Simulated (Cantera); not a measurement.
A Cantera script and what it prints.

```python
import numpy as np
import cantera as ct

gas_names = """
    H HO2 H2 H2O H2O2 H2S H2SO4 O OH O2 O3 S SH SO SO2 SO3 S2 S2O S8
""".split()
cond_names = """
    H2O(s) H2O(L) H2SO4(L) S(cr1) S(cr2) S(L)
""".split()


# ... load() reads the species with a 1 bar reference pressure and builds the phases ...
atoms = {
    'H2O': {'H': 2, 'O': 1},
    'SO2': {'S': 1, 'O': 2},
    'O2': {'O': 2},
}
top_T = {}  # K; cautious upper limits of use, not melting points


# ... equilibrate(T, P, feed) seeds the gas with the atoms and calls Mixture.equilibrate('TP', solver="vcs", rtol=1e-11, max_steps=5000) ...
results = []
feed = {'H2O': 1, 'SO2': 0.0075, 'O2': 0.18}  # mol
P = 4100  # Pa
for T in [1150, 1350, 1550, 1750, 1950, 2150, 2350, 2550]:
    mix = equilibrate(T, P, feed)
    results.append((T, P, feed, dict(zip(mix.species_names, mix.species_moles))))
    x = sorted(zip(gas.X, gas.species_names), reverse=True)
    print(f"T = {T:g} K  P = {P:g} Pa  gas = {mix.phase_moles(0):.4g} mol")
    print("   x: " + "  ".join(f"{s} {v:.3e}" for v, s in x if v > 1e-06))
    print("   condensed (mol): " + ("  ".join(f"{mix.phase(i).name} {mix.phase_moles(i):.4g}"
          for i in range(1, mix.n_phases) if mix.phase_moles(i) > 1e-12) or "none"))
```

Result:

```
T = 1150 K  P = 4100 Pa  gas = 1.187 mol
   x: H2O 8.422e-01  O2 1.515e-01  SO2 6.127e-03  SO3 1.894e-04  OH 8.755e-06
   condensed (mol): none
T = 1350 K  P = 4100 Pa  gas = 1.188 mol
   x: H2O 8.420e-01  O2 1.515e-01  SO2 6.272e-03  OH 1.090e-04  SO3 4.340e-05  H2 2.180e-06
   condensed (mol): none
T = 1550 K  P = 4100 Pa  gas = 1.188 mol
   x: H2O 8.415e-01  O2 1.514e-01  SO2 6.300e-03  OH 7.082e-04  H2 3.861e-05  O 1.504e-05  SO3 1.449e-05
   condensed (mol): none
T = 1750 K  P = 4100 Pa  gas = 1.189 mol
   x: H2O 8.394e-01  O2 1.508e-01  SO2 6.302e-03  OH 2.995e-03  H2 3.562e-04  O 1.435e-04  H 2.168e-05  SO3 6.238e-06
   condensed (mol): none
T = 1950 K  P = 4100 Pa  gas = 1.192 mol
   x: H2O 8.318e-01  O2 1.493e-01  OH 9.373e-03  SO2 6.280e-03  H2 2.082e-03  O 8.614e-04  H 2.583e-04  SO 7.489e-06  SO3 3.188e-06  HO2 2.324e-06
   condensed (mol): none
T = 2150 K  P = 4100 Pa  gas = 1.204 mol
   x: H2O 8.094e-01  O2 1.467e-01  OH 2.341e-02  H2 8.648e-03  SO2 6.187e-03  O 3.696e-03  H 1.937e-03  SO 4.196e-05  HO2 4.886e-06  SO3 1.823e-06
   condensed (mol): none
T = 2350 K  P = 4100 Pa  gas = 1.236 mol
   x: H2O 7.525e-01  O2 1.433e-01  OH 4.867e-02  H2 2.695e-02  O 1.234e-02  H 1.011e-02  SO2 5.894e-03  SO 1.697e-04  HO2 8.788e-06  S 1.323e-06  SO3 1.106e-06
   condensed (mol): none
T = 2550 K  P = 4100 Pa  gas = 1.318 mol
   x: H2O 6.335e-01  O2 1.397e-01  OH 8.515e-02  H2 6.313e-02  H 3.870e-02  O 3.406e-02  SO2 5.169e-03  SO 5.054e-04  HO2 1.360e-05  S 1.217e-05  SH 2.135e-06
   condensed (mol): none
```

Cantera equilibrium calculation (NASA polynomials, part measured and part estimated; ideal gas, pure solids and liquids).
